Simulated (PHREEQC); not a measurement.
PHREEQC input (ion-association model, wateq4f.dat):

```
SOLUTION_SPECIES
  2 NO3- + 12 H+ + 10 e- = N2 + 6 H2O  # shut off: nitrate stays nitrate
    -log_k -100
    -delta_h 0
    -analytic -100
SOLUTION 1
  temp 20
  units mol/kgw
  pH 7 charge
  N(5) 0.154
  Cu(2) 0.077
  Cl 0.0095
  B 0.0083
SOLUTION 2
  temp 20
  units mol/kgw
  pH 7 charge
  Cl 0.0032
  Ni 0.0016
  S(6) 8e-05
  Na 0.00016
END
SELECTED_OUTPUT 1
  -reset false
  -pH true
  -pe true
  -ionic_strength true
  -water true
  -totals B Cl Cu N Na Ni S Cu(1) Cu(2) N(5)
    N(3) N(0) N(-3) S(-2) S(6)
  -molalities H+ H3BO3 Cl- Cu+2 NO3- Na+ Ni+2 SO4-2 H2BO3- NH3
    NaSO4- HSO4- H2S HS- S-2 O2 NH4+ NH4SO4- OH- CuCl2-
    CuCl3-2 Cu+ CuCl+ CuCl2 CuCl3- CuCl4-2 CuOH+ Cu(OH)2 Cu(OH)3- Cu(OH)4-2
    Cu2(OH)2+2 CuSO4 Cu(HS)3- NO2- NiCl+ NiOH+ Ni(OH)2 Ni(OH)3- NiSO4 NiCl2
    Ni(SO4)2-2
  -equilibrium_phases Cu(OH)2 Brochantite Antlerite Atacamite Cu2(OH)3NO3 Ni(OH)2 Ni4(OH)6SO4 Halite Mirabilite Chalcanthite
    Morenosite
PRINT
  -reset false
MIX 1
  1 1
  2 0
EQUILIBRIUM_PHASES 1
  Cu(OH)2 0 0
  Brochantite 0 0
  Antlerite 0 0
  Atacamite 0 0
  Cu2(OH)3NO3 0 0
  Ni(OH)2 0 0
  Ni4(OH)6SO4 0 0
  Halite 0 0
  Mirabilite 0 0
  Chalcanthite 0 0
  Morenosite 0 0
  O2(g) -0.68 10
END
# ... the last block is repeated for the other 20 points of share of solution B
```

Selected output (columns that matter, 19 of 21 rows; share of solution B added in front):

```
share of solution B	pH	mu	B	Cl	Cu	N	Na	Ni	S	m_H+	m_H3BO3	m_Cl-	m_Cu+2	m_NO3-
0	2.1236	0.2396	0.0083	0.0095	0.077	0.154	0	0	0	0.0095	0.0083	0.0090477	0.076549	0.154
0.05	2.1448	0.22787	0.007885	0.009185	0.07315	0.1463	8e-06	8e-05	4e-06	0.0090247	0.007885	0.0087621	0.072726	0.1463
0.1	2.1672	0.21615	0.00747	0.00887	0.0693	0.1386	1.6e-05	0.00016	8e-06	0.0085493	0.00747	0.0084757	0.068904	0.1386
0.15	2.1909	0.20442	0.007055	0.008555	0.06545	0.1309	2.4e-05	0.00024	1.2e-05	0.0080739	0.007055	0.0081886	0.06508	0.1309
0.2	2.216	0.1927	0.00664	0.00824	0.0616	0.1232	3.2e-05	0.00032	1.6e-05	0.0075986	0.00664	0.0079008	0.061256	0.1232
0.3	2.2713	0.16924	0.00581	0.00761	0.0539	0.1078	4.8e-05	0.00048	2.4e-05	0.006648	0.00581	0.007323	0.053605	0.1078
0.35	2.302	0.15751	0.005395	0.007295	0.05005	0.1001	5.6e-05	0.00056	2.8e-05	0.0061727	0.005395	0.0070329	0.049778	0.1001
0.4	2.3351	0.14577	0.00498	0.00698	0.0462	0.0924	6.4e-05	0.00064	3.2e-05	0.0056975	0.00498	0.006742	0.045951	0.0924
0.45	2.3712	0.13404	0.004565	0.006665	0.04235	0.0847	7.2e-05	0.00072	3.6e-05	0.0052223	0.004565	0.0064504	0.042123	0.0847
0.5	2.4106	0.12231	0.00415	0.00635	0.0385	0.077	8e-05	0.0008	4e-05	0.0047472	0.00415	0.0061579	0.038294	0.077
0.55	2.4543	0.11057	0.003735	0.006035	0.03465	0.0693	8.8e-05	0.00088	4.4e-05	0.004272	0.003735	0.0058646	0.034465	0.0693
0.6	2.5031	0.098833	0.00332	0.00572	0.0308	0.0616	9.6e-05	0.00096	4.8e-05	0.003797	0.00332	0.0055706	0.030635	0.0616
0.65	2.5584	0.087095	0.002905	0.005405	0.02695	0.0539	0.000104	0.00104	5.2e-05	0.0033219	0.002905	0.0052757	0.026804	0.0539
0.7	2.6223	0.075356	0.00249	0.00509	0.0231	0.0462	0.000112	0.00112	5.6e-05	0.0028469	0.00249	0.0049799	0.022973	0.0462
0.8	2.7908	0.051877	0.00166	0.00446	0.0154	0.0308	0.000128	0.00128	6.4e-05	0.0018972	0.00166	0.004386	0.015309	0.0308
0.85	2.9106	0.040139	0.001245	0.004145	0.01155	0.0231	0.000136	0.00136	6.8e-05	0.0014225	0.001245	0.0040878	0.011477	0.0231
0.9	3.0802	0.028404	0.00083	0.00383	0.0077	0.0154	0.000144	0.00144	7.2e-05	0.00094796	0.00083	0.003789	0.0076457	0.0154
0.95	3.3718	0.016677	0.000415	0.003515	0.00385	0.0077	0.000152	0.00152	7.6e-05	0.00047369	0.000415	0.0034896	0.0038174	0.0077
1	6.4592	0.0049759	0	0.0032	0	0	0.00016	0.0016	8e-05	3.7178e-07	0	0.0031904	0	0
```
